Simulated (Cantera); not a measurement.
An adiabatic, constant-volume homogeneous reactor starts with CH4 : C2H6 : C3H8 : O2 : N2 : H2O = 1 : 0.18 : 0.035 : 1.56 : 5.86 : 1.7 (molar parts), equivalence ratio 1.8, at 1750 K and 0.350 bar.

Cantera simulation using GRI-Mech 3.0 (53 species, 325 reactions); the numbers are that mechanism's predictions, not measurements.

### Question
Predict: time of steepest temperature rise; temperature at 9.00 s; equilibrium temperature; x(O) at 9.00 s; x(OH) at 9.00 s; x(H2O) at 9.00 s.

### Answer
```json
{
  "time_of_steepest_temperature_rise": "94.2 µs",
  "temperature at 9.00 s": "2705 K",
  "equilibrium_temperature": "2705 K",
  "x(O) at 9.00 s": "0.00179 (gas-phase equilibrium 0.00179)",
  "x(OH) at 9.00 s": "0.0130 (gas-phase equilibrium 0.0130)",
  "x(H2O) at 9.00 s": "0.232 (gas-phase equilibrium 0.232)"
}
```
